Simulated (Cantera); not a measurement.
An isothermal, constant-pressure homogeneous reactor starts with CH4 : H2 = 1 : 19 (molar parts), at 1750 K and 59000 Pa.

Computed with Cantera and GRI-Mech 3.0 (53 species, 325 reactions). GRI-Mech 3.0 stops at C3 and has no aromatics, soot or wall deposition, so with more carbon than oxygen in the feed, carbon stays in small species such as C2H2 where larger ones or solid carbon would form.

x: mole fraction; the columns are a selection and need not sum to one.

| t (s) | x CH4 | x H2 | x CH2 | x C2H2 | x H |
|---|---|---|---|---|---|
| 1.00e-5 | 0.0500 | 0.950 | 1.16e-10 | <1e-12 | 1.07e-5 |
| 5.85e-5 | 0.0499 | 0.950 | … | 2.03e-9 | 6.15e-5 |
| 0.000342 | 0.0496 | 0.950 | … | 5.59e-6 | 0.000240 |
| 0.00200 | 0.0485 | 0.950 | … | 0.000425 | 0.000277 |
| 0.0117 | 0.0429 | 0.953 | … | 0.00310 | 0.000280 |
| 0.0684 | 0.0255 | 0.962 | … | 0.0113 | 0.000289 |
| 0.400 | 0.00904 | 0.971 | … | 0.0191 | 0.000299 |
| 2.34 | 0.00679 | 0.972 | 1.42e-8 | 0.0202 | 0.000301 |
| 13.7 | 0.00679 | 0.972 | 1.42e-8 | 0.0202 | 0.000301 |
| 80.0 | 0.00679 | 0.972 | 1.42e-8 | 0.0202 | 0.000301 |

What belongs in the gaps?


- 5.85e-5, x CH2: 4.36e-9
- 0.000342, x CH2: 6.52e-8
- 0.00200, x CH2: 8.44e-8
- 0.0117, x CH2: 7.60e-8
- 0.0684, x CH2: 4.82e-8
- 0.400, x CH2: 1.85e-8
